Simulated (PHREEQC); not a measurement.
A made-up water analysis in mg/L, 20 °C, pH 6.86, pe 8.8: Na 0.93; K 1.18; Ca 6.55; Mg 1.93; Cl 9.79; S(6) as SO4 3.23; Alkalinity as HCO3 13.7; Sr 0.421; Br 0.0283.

Valence states are taken as typed.

Model: ion-association model, phreeqc.dat, run in PHREEQC.

No solid was allowed to form.

**Question.** What charge-balance error does the model give?

**Answer.** charge-balance error -0.2 %.

**Question.** In which forms is S present?

**Answer.** SO4-2 97 %, CaSO4 2.1 %, MgSO4 1.2 % of the S.
